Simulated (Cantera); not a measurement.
An adiabatic, constant-pressure homogeneous reactor starts with C3H8 : O2 : N2 = 0.56 : 9.62 : 36.2 (molar parts), at 1673 K and 30000 Pa.

Detailed kinetics in Cantera: GRI-Mech 3.0 (53 species, 325 reactions). GRI-Mech 3.0 was tuned for natural gas; its chemistry of propane as a main component is partial and can be far from experiment.

### Question
Predict: time of steepest temperature rise; temperature at 0.500 s; equilibrium temperature; x(O2) at 0.500 s; x(N2O) at 0.500 s; x(CO2) at 0.500 s; x(H2O) at 0.500 s.

### Answer
- time of steepest temperature rise: 55.8 µs
- temperature at 0.500 s: 2247 K
- equilibrium temperature: 2245 K
- x(O2) at 0.500 s: 0.138 (gas-phase equilibrium 0.138)
- x(N2O) at 0.500 s: 3.27e-7 (gas-phase equilibrium 3.34e-7)
- x(CO2) at 0.500 s: 0.0343 (gas-phase equilibrium 0.0343)
- x(H2O) at 0.500 s: 0.0446 (gas-phase equilibrium 0.0447)
